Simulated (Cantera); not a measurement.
A freely propagating, adiabatic, planar premixed flame of 10.2 % CH3OH, 17.3 % O2, 65.2 % N2, 7.32 % CO2, equivalence ratio 0.88, unburnt at 300 K and 750 Torr; mixture-averaged transport, grid criteria slope 0.08 and curve 0.16, no radiation.

Model: GRI-Mech 3.0 (53 species, 325 reactions), integrated in Cantera. GRI-Mech 3.0 was tuned for natural gas; its chemistry of methanol as a main component is partial and can be far from experiment. Burning velocities carry a grid error of a few per cent, more on coarse grids.

Task: Predict: laminar burning velocity; thermal thickness; peak x(CH2); peak x(CH3).

Result: 
```
Item                         Result
------------------------  ---------
laminar burning velocity  20.7 cm/s
thermal thickness          0.587 mm
peak x(CH2)                 1.32e-6
peak x(CH3)                 2.77e-5
```
